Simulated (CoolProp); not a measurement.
A simple Rankine cycle with R236EA: condensing at 298.15 K, boiler at 0.654 MPa, turbine inlet 411 K, turbine efficiency 0.75, pump efficiency 0.7, no recuperator. Each further row changes one setting.

Model: reference Helmholtz-energy equation of state, Rui 2013, in CoolProp.

```csv
case,thermal efficiency (%),net work (kJ/kg),heat in (kJ/kg),turbine exit temperature (K),volume ratio over the turbine
as stated,6.8,17.5,259,___,3.15
condensing temperature 290.15 K,___,___,269,___,___
boiler pressure 0.458 MPa,4.8,12.4,261,___,___
turbine efficiency 0.65,___,15.1,259,391.6,3.17
```

Q: Complete the blanks.

A: 
- as stated, turbine exit temperature (K): 389.2
- condensing temperature 290.15 K, thermal efficiency (%): 8.1
- condensing temperature 290.15 K, net work (kJ/kg): 21.8
- condensing temperature 290.15 K, turbine exit temperature (K): 384.2
- condensing temperature 290.15 K, volume ratio over the turbine: 4.17
- boiler pressure 0.458 MPa, turbine exit temperature (K): 396.2
- boiler pressure 0.458 MPa, volume ratio over the turbine: 2.20
- turbine efficiency 0.65, thermal efficiency (%): 5.8
